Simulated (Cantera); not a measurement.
An isothermal, constant-pressure homogeneous reactor starts with CH4 : H2O : H2 = 1 : 0.71 : 0.094 (molar parts), at 1223 K and 3750 Torr.

Cantera simulation using GRI-Mech 3.0 (53 species, 325 reactions); the numbers are that mechanism's predictions, not measurements. GRI-Mech 3.0 stops at C3 and has no aromatics, soot or wall deposition, so with more carbon than oxygen in the feed, carbon stays in small species such as C2H2 where larger ones or solid carbon would form.

Question: Predict: x(CH4) at 20.0 s; x(H2O) at 20.0 s; x(H2) at 20.0 s; x(CH2CO) at 20.0 s; x(C2H6) at 20.0 s.

Answer: 
```json
{
  "x(CH4) at 20.0 s": "0.519 (gas-phase equilibrium 0.0965)",
  "x(H2O) at 20.0 s": "0.387 (gas-phase equilibrium 0.00463)",
  "x(H2) at 20.0 s": "0.0805 (gas-phase equilibrium 0.682)",
  "x(CH2CO) at 20.0 s": "6.34e-7 (gas-phase equilibrium 3.79e-8)",
  "x(C2H6) at 20.0 s": "0.000571 (gas-phase equilibrium 1.21e-5)"
}
```
